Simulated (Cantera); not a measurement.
Input: 1 mol B, 1.5 mol H2O, 0.41 mol N2, held at 877 °C and 9.00 Torr.

Equilibrium computed with Cantera from the NASA thermochemical tables; the gas is ideal and each condensed phase is pure. Candidate condensed phases: B, BN, B2O3, B3O3H3, H2O; 39 gas species. N2 is the only nitrogen source here; it is nearly inert below about 1500 K, so the nitride shown seldom forms there in practice. Mutual solubility and eutectic melting of coexisting phases are not modelled. Kinetics and transport are ignored.

### Question
What is the equilibrium state?

### Answer
* **x(H2)**: 0.785
* **x(N2)**: 0.214
* **x(H2O)**: 0.000980
* **x(HBO2)**: 0.000113
* **x(HBO)**: 2.87e-6
* **n(BN(s))**: 0.00132 mol
* **n(B2O3(l))**: 0.499 mol
* **gas amount**: 1.909 mol
* **log10 activity of B(s) (absent)**: -5.49
* **log10 activity of B3O3H3(s) (absent)**: -14.54
